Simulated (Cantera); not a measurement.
**Thermodynamics of iron carbonyl, mercury and lead vapours, feed PbO + CO + N₂**

Charge: 1 mol PbO, 2.1 mol CO, 0.1 mol N₂, equilibrated at 2.90 bar.

These are equilibrium values from Cantera (NASA tables, ideal gas, pure condensed phases), not measurements of a reactor. Candidate condensed phases: C, Pb, PbO, PbO₂, Pb₃O₄; 27 gas species. The numbers say what is thermodynamically allowed, not how fast it happens.

At 950 K the condensed part is C(graphite) + Pb(l). From 1050 K to 1550 K the condensed part is Pb(l). The main Pb-bearing gas is Pb throughout.

| T (K) | log p CO₂ | log p CO | log p N₂ | log p Pb | log p PbO | log p Pb₂ | log p NO | n C(graphite) | n Pb(l) |
|---|---|---|---|---|---|---|---|---|---|
| 950 | 0.24 | 0.01 | -0.84 | -5.30 | -11.21 | -11.14 | <-11 | 0.198 | 1.000 |
| 1050 | 0.12 | 0.16 | -0.88 | -4.33 | -9.70 | -9.53 | <-11 | 0 | 1.000 |
| 1150 | 0.12 | 0.16 | -0.88 | -3.54 | -8.23 | -8.20 | <-11 | 0 | 1.000 |
| 1250 | 0.12 | 0.16 | -0.88 | -2.87 | -7.00 | -7.09 | -10.91 | 0 | 0.999 |
| 1350 | 0.12 | 0.16 | -0.88 | -2.31 | -5.95 | -6.15 | -9.75 | 0 | 0.996 |
| 1450 | 0.12 | 0.16 | -0.88 | -1.83 | -5.06 | -5.35 | -8.76 | 0 | 0.989 |
| 1550 | 0.11 | 0.16 | -0.89 | -1.41 | -4.28 | -4.65 | -7.90 | 0 | 0.970 |
log p: log10 of the partial pressure in bar; n: condensed amount in mol.
